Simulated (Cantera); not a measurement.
## Premixed flame

A freely propagating, adiabatic, planar premixed flame of H₂ : O₂ : N₂ : H₂O = 1 : 0.5 : 1.88 : 0.0098 (molar parts), equivalence ratio 1.0, unburnt at 598 K and 100.0 Torr; mixture-averaged transport, grid criteria slope 0.08 and curve 0.16, no radiation.

Detailed kinetics in Cantera: the H2/O2 subset of GRI-Mech 3.0, which has no nitrogen chemistry. Burning velocities carry a grid error of a few per cent, more on coarse grids.

```json
[
 {"z (mm)": "-19.5", "T (K)": "598", "u (m/s)": "5.90", "x H₂": "0.295", "x O₂": "0.148", "x O": "<1e-8", "x H₂O₂": "<1e-8", "x H": "<1e-8", "x OH": "<1e-8"},
 {"z (mm)": "-13.0", "T (K)": "598", "u (m/s)": "5.90", "x H₂": "0.295", "x O₂": "0.148", "x O": "<1e-8", "x H₂O₂": "<1e-8", "x H": "<1e-8", "x OH": "<1e-8"},
 {"z (mm)": "-9.76", "T (K)": "598", "u (m/s)": "5.90", "x H₂": "0.295", "x O₂": "0.148", "x O": "<1e-8", "x H₂O₂": "<1e-8", "x H": "<1e-8", "x OH": "<1e-8"},
 {"z (mm)": "-6.51", "T (K)": "598", "u (m/s)": "5.90", "x H₂": "0.295", "x O₂": "0.148", "x O": "<1e-8", "x H₂O₂": "<1e-8", "x H": "1.08e-7", "x OH": "<1e-8"},
 {"z (mm)": "-3.25", "T (K)": "603", "u (m/s)": "5.95", "x H₂": "0.294", "x O₂": "0.147", "x O": "5.99e-6", "x H₂O₂": "4.33e-7", "x H": "0.000242", "x OH": "1.99e-5"},
 {"z (mm)": "-1.63", "T (K)": "714", "u (m/s)": "6.98", "x H₂": "0.274", "x O₂": "0.144", "x O": "0.000231", "x H₂O₂": "7.88e-7", "x H": "0.00790", "x OH": "0.000302"},
 {"z (mm)": "0", "T (K)": "1107", "u (m/s)": "10.5", "x H₂": "0.136", "x O₂": "0.0956", "x O": "0.00784", "x H₂O₂": "7.17e-7", "x H": "0.0664", "x OH": "0.00327"},
 {"z (mm)": "1.63", "T (K)": "1380", "u (m/s)": "12.9", "x H₂": "0.0503", "x O₂": "0.0410", "x O": "0.0156", "x H₂O₂": "8.34e-7", "x H": "0.0899", "x OH": "0.00833"},
 {"z (mm)": "3.25", "T (K)": "1499", "u (m/s)": "13.9", "x H₂": "0.0473", "x O₂": "0.0352", "x O": "0.0160", "x H₂O₂": "6.44e-7", "x H": "0.0806", "x OH": "0.0108"},
 {"z (mm)": "6.51", "T (K)": "1639", "u (m/s)": "15.1", "x H₂": "0.0491", "x O₂": "0.0320", "x O": "0.0151", "x H₂O₂": "3.87e-7", "x H": "0.0668", "x OH": "0.0136"},
 {"z (mm)": "13.0", "T (K)": "1795", "u (m/s)": "16.3", "x H₂": "0.0495", "x O₂": "0.0285", "x O": "0.0134", "x H₂O₂": "2.02e-7", "x H": "0.0523", "x OH": "0.0163"},
 {"z (mm)": "26.0", "T (K)": "1958", "u (m/s)": "17.6", "x H₂": "0.0479", "x O₂": "0.0247", "x O": "0.0109", "x H₂O₂": "1.07e-7", "x H": "0.0384", "x OH": "0.0184"},
 {"z (mm)": "52.1", "T (K)": "2117", "u (m/s)": "18.7", "x H₂": "0.0440", "x O₂": "0.0208", "x O": "0.00817", "x H₂O₂": "6.49e-8", "x H": "0.0263", "x OH": "0.0192"}
]
```
x: mole fraction of selected species; z is measured from the peak of heat release.

The laminar burning velocity comes out as 590 cm/s and the thermal thickness comes out as 6.51 mm. The peak x(O) is 0.0160, the peak x(H₂O₂) comes out as 9.09e-7 and the peak x(H) is 0.0906. The peak x(OH) is 0.0192.
